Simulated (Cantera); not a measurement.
Cantera with NASA thermochemical tables; ideal gases at 1 bar, condensed phases pure. Values are per mole of reaction as written; species without (g) are pure solids or liquids, kept so even where they would boil at 1 bar.

Q: Between 300 and 1598 K, where is each reaction favourable under standard conditions?
- 4 SiH3(g) → 3 SiH4(g) + Si

A: 
- 4 SiH3(g) → 3 SiH4(g) + Si: ΔG° is -665 kJ at 300 K and -365 kJ at 1598 K; it stays negative (K > 1). ΔH° is -725 kJ and ΔS° -225 J/K at 1598 K.
